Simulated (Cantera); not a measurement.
What does this Cantera script print?

```python
import numpy as np
import cantera as ct

gas_names = [...]  # 97 gases of nasa_gas.yaml made of Al, C, H, N
cond_names = """
    AL(cr) AL(L) ALN(s) C(gr) C6H6(L) C7H8(L) C8H18(L),n-octa
""".split()


# ... load() reads the species with a 1 bar reference pressure and builds the phases ...
atoms = {
    'Al(CH3)3': {'AL': 1, 'C': 3, 'H': 9},
    'NH3': {'N': 1, 'H': 3},
    'H2': {'H': 2},
}
top_T = {'ALN(s)': 2750, 'C(gr)': 4500}  # K; cautious upper limits of use, not melting points


# ... equilibrate(T, P, feed) seeds the gas with the atoms and calls Mixture.equilibrate('TP', solver="vcs", rtol=1e-11, max_steps=5000) ...
results = []
T = 2173  # K
P = 81  # Pa
for m in [9.6, 12, 16, 21, 28, 36, 47, 61, 80, 100, 140, 180]:
    feed = {'Al(CH3)3': 1, 'NH3': m, 'H2': 320}  # mol
    mix = equilibrate(T, P, feed)
    results.append((T, P, feed, dict(zip(mix.species_names, mix.species_moles))))
    x = sorted(zip(gas.X, gas.species_names), reverse=True)
    print(f"T = {T:g} K  P = {P:g} Pa  n(NH3) = {m:g} mol  gas = {mix.phase_moles(0):.4g} mol")
    print("   x: " + "  ".join(f"{s} {v:.3e}" for v, s in x if v > 1e-05))
    print("   condensed (mol): " + ("  ".join(f"{mix.phase(i).name} {mix.phase_moles(i):.4g}"
          for i in range(1, mix.n_phases) if mix.phase_moles(i) > 1e-12) or "none"))
```

It prints:

```
T = 2173 K  P = 81 Pa  n(NH3) = 9.6 mol  gas = 373.5 mol
   x: H2 8.270e-01  H 1.542e-01  N2 1.140e-02  HCN 2.678e-03  AL 2.664e-03  C2H2,acetylene 1.825e-03  HNC 2.031e-04  CN 1.689e-05  ALH 1.359e-05  C2H 1.092e-05
   condensed (mol): C(gr) 0.5406
T = 2173 K  P = 81 Pa  n(NH3) = 12 mol  gas = 378.6 mol
   x: H2 8.241e-01  H 1.539e-01  N2 1.423e-02  HCN 2.986e-03  AL 2.628e-03  C2H2,acetylene 1.819e-03  HNC 2.265e-04  CN 1.887e-05  ALH 1.339e-05  C2H 1.090e-05
   condensed (mol): C(gr) 0.3851
T = 2173 K  P = 81 Pa  n(NH3) = 16 mol  gas = 387.2 mol
   x: H2 8.196e-01  H 1.535e-01  N2 1.881e-02  HCN 3.424e-03  AL 2.569e-03  C2H2,acetylene 1.809e-03  HNC 2.596e-04  CN 2.170e-05  ALH 1.305e-05  C2H 1.087e-05
   condensed (mol): C(gr) 0.1504
T = 2173 K  P = 81 Pa  n(NH3) = 21 mol  gas = 397.9 mol
   x: H2 8.143e-01  H 1.530e-01  N2 2.434e-02  HCN 3.782e-03  AL 2.500e-03  C2H2,acetylene 1.706e-03  HNC 2.868e-04  CN 2.404e-05  ALH 1.266e-05  C2H 1.029e-05
   condensed (mol): none
T = 2173 K  P = 81 Pa  n(NH3) = 28 mol  gas = 413 mol
   x: H2 8.077e-01  H 1.524e-01  N2 3.174e-02  HCN 3.992e-03  AL 2.409e-03  C2H2,acetylene 1.457e-03  HNC 3.028e-04  CN 2.549e-05  ALH 1.215e-05
   condensed (mol): none
T = 2173 K  P = 81 Pa  n(NH3) = 36 mol  gas = 430.1 mol
   x: H2 8.006e-01  H 1.517e-01  N2 3.962e-02  HCN 4.122e-03  AL 2.313e-03  C2H2,acetylene 1.245e-03  HNC 3.126e-04  CN 2.643e-05  ALH 1.162e-05
   condensed (mol): none
T = 2173 K  P = 81 Pa  n(NH3) = 47 mol  gas = 453.7 mol
   x: H2 7.918e-01  H 1.509e-01  N2 4.952e-02  HCN 4.190e-03  AL 2.193e-03  C2H2,acetylene 1.029e-03  HNC 3.177e-04  CN 2.701e-05  ALH 1.095e-05
   condensed (mol): none
T = 2173 K  P = 81 Pa  n(NH3) = 61 mol  gas = 483.8 mol
   x: H2 7.819e-01  H 1.499e-01  N2 6.079e-02  HCN 4.176e-03  AL 2.057e-03  C2H2,acetylene 8.327e-04  HNC 3.167e-04  CN 2.710e-05  ALH 1.021e-05
   condensed (mol): none
T = 2173 K  P = 81 Pa  n(NH3) = 80 mol  gas = 524.5 mol
   x: H2 7.702e-01  H 1.488e-01  N2 7.405e-02  HCN 4.072e-03  AL 1.897e-03  C2H2,acetylene 6.498e-04  HNC 3.088e-04  CN 2.662e-05
   condensed (mol): none
T = 2173 K  P = 81 Pa  n(NH3) = 100 mol  gas = 567.4 mol
   x: H2 7.597e-01  H 1.478e-01  N2 8.600e-02  HCN 3.918e-03  AL 1.754e-03  C2H2,acetylene 5.181e-04  HNC 2.971e-04  CN 2.579e-05
   condensed (mol): none
T = 2173 K  P = 81 Pa  n(NH3) = 140 mol  gas = 653.2 mol
   x: H2 7.429e-01  H 1.461e-01  N2 1.052e-01  HCN 3.582e-03  AL 1.523e-03  C2H2,acetylene 3.539e-04  HNC 2.717e-04  CN 2.385e-05
   condensed (mol): none
T = 2173 K  P = 81 Pa  n(NH3) = 180 mol  gas = 739 mol
   x: H2 7.300e-01  H 1.449e-01  N2 1.200e-01  HCN 3.268e-03  AL 1.347e-03  C2H2,acetylene 2.583e-04  HNC 2.478e-04  CN 2.194e-05
   condensed (mol): none
```

Method: chemical equilibrium by Gibbs-energy minimisation in Cantera with the NASA 1993 tables (ideal gas, pure condensed phases). The feed counts by its element totals alone.
